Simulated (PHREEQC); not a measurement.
0.39 g of hydrous ferric oxide (600 m²/g; 0.2 weak and 0.005 strong sites per Fe, Dzombak-Morel constants, diffuse double layer) in 1 kg of water with 0.01 mol/kgw of an inert sodium salt, at 25 °C; the pH is set by adding NaOH or the inert anion's acid. Oxygen alone is held at its pressure in air (log pO2 = -0.68). CO2 from the air is kept out. No solid was allowed to form.

Equilibrium calculation in PHREEQC: ion-association model, wateq4f.dat.

| pH | surface charge σ (C/m²) | surface potential ψ (mV) |
|---|---|---|
| 3 | 0.325 | 203 |
| 3.67 | … | 193 |
| 4.33 | 0.179 | 175 |
| 5 | … | 152 |
| 5.67 | 0.067 | 125 |
| 6.33 | 0.036 | … |
| 7 | 0.017 | 61 |
| 7.67 | … | … |
| 8.33 | … | -12 |
| 9 | -0.013 | -49 |
| 9.67 | … | -84 |
| 10.33 | -0.055 | -115 |
| 11 | -0.100 | -143 |

Problem. Fill in the missing entries.

Solution. 
- 3.67, surface charge σ (C/m²): 0.256
- 5, surface charge σ (C/m²): 0.114
- 6.33, surface potential ψ (mV): 95
- 7.67, surface charge σ (C/m²): 0.006
- 7.67, surface potential ψ (mV): 24
- 8.33, surface charge σ (C/m²): -0.003
- 9.67, surface charge σ (C/m²): -0.029

Complexes and solids missing from the database can't appear. The oxide is taken as insoluble; below pH 4 it would dissolve.
